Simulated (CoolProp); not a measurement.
Vapour-liquid equilibrium of CH2F2 (R32) (1) + R236FA (2) at 0.0598 MPa; x and y are mole fractions of (1).

Computed with CoolProp (multi-fluid Helmholtz-energy mixture model, Tillner-Roth 1997 and Pan 2012; pair parameters Bell 2016).

```
x     bubble temperature (K)  y at the bubble point  dew temperature at overall composition x (K)  liquid density (mol/L)
----  ----------------------  ---------------------  --------------------------------------------  ----------------------
0.05                   252.6                    [?]                                         258.7                     [?]
0.15                   241.5                  0.654                                         256.6                   11.09
0.25                   233.7                  0.804                                         254.3                     [?]
0.35                   228.1                  0.878                                           [?]                   13.01
0.45                     [?]                  0.920                                         248.8                   14.10
0.55                   220.9                  0.945                                         245.6                     [?]
0.65                     [?]                  0.963                                         241.7                   16.72
0.75                   216.2                  0.976                                         236.9                   18.34
0.85                   214.3                  0.987                                         230.4                   20.24
0.95                   212.5                    [?]                                         220.2                   22.51
```

### Question
Fill in the missing entries.

### Answer

- 0.05, y at the bubble point: 0.317
- 0.05, liquid density (mol/L): 10.19
- 0.25, liquid density (mol/L): 12.01
- 0.35, dew temperature at overall composition x (K): 251.7
- 0.45, bubble temperature (K): 224.0
- 0.55, liquid density (mol/L): 15.33
- 0.65, bubble temperature (K): 218.3
- 0.95, y at the bubble point: 0.996

No azeotrope shows between x = 0.05 and 0.95.

The pair parameters rest on a limited set of measurements; away from them the model extrapolates. The gap from Raoult's law changes sign with composition, which may be real or a fault of the pair parameters; it wasn't checked against measurements.
